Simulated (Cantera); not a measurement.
**Equilibrium for tantalum, niobium, vanadium and zirconium in process gases: Ta + CO2 + H2**

Charge: 1 mol Ta, 1.2 mol CO2, 2.8 mol H2, equilibrated at 4.70 bar.

These are equilibrium values from Cantera (NASA tables, ideal gas, pure condensed phases), not measurements of a reactor. Candidate condensed phases: C, C6H6, C7H8, C8H18, H2O, Ta, TaC, Ta2O5; 113 gas species. Mutual solubility and eutectic melting of coexisting phases are not modelled. TaC: taken at fixed stoichiometry. Condensed phases not in the tables: Ta2C. The numbers say what is thermodynamically allowed, not how fast it happens.

```csv
T (K),x H2,x CH4,x CO,x H2O,x CO2,x C2H6,x C2H4,x C2H2 (acetylene),n C(graphite),n TaC(s),n Ta2O5(s)
1000,0.748,0.251,9.18e-5,0.000128,2.25e-8,1.49e-5,1.56e-6,8.54e-10,0.597,0.0402,0.480
1025,0.786,0.213,0.000183,0.000180,5.44e-8,1.27e-5,1.92e-6,1.74e-9,0.667,0.0403,0.480
1050,0.819,0.180,0.000354,0.000248,1.26e-7,1.07e-5,2.32e-6,3.39e-9,0.730,0.0406,0.480
1075,0.847,0.152,0.000663,0.000334,2.81e-7,8.91e-6,2.74e-6,6.37e-9,0.788,0.0410,0.480
1100,0.871,0.128,0.00121,0.000441,6.02e-7,7.39e-6,3.18e-6,1.16e-8,0.838,0.0416,0.479
1125,0.890,0.107,0.00213,0.000573,1.25e-6,6.10e-6,3.64e-6,2.04e-8,0.880,0.0427,0.479
1150,0.905,0.0902,0.00367,0.000733,2.50e-6,5.02e-6,4.11e-6,3.50e-8,0.914,0.0445,0.478
1175,0.917,0.0757,0.00618,0.000923,4.86e-6,4.12e-6,4.57e-6,5.84e-8,0.938,0.0474,0.476
1200,0.925,0.0635,0.0102,0.00115,9.18e-6,3.36e-6,5.03e-6,9.50e-8,0.952,0.0521,0.474
1225,0.929,0.0533,0.0164,0.00141,1.69e-5,2.74e-6,5.47e-6,1.51e-7,0.953,0.0593,0.470
1250,0.928,0.0445,0.0259,0.00170,3.03e-5,2.21e-6,5.86e-6,2.34e-7,0.936,0.0704,0.465
1275,0.921,0.0369,0.0401,0.00202,5.31e-5,1.77e-6,6.18e-6,3.54e-7,0.896,0.0875,0.456
```
x: gas mole fraction; n: condensed amount in mol.

From 1000 K to 1275 K the condensed part is C(graphite) + TaC(s) + Ta2O5(s).
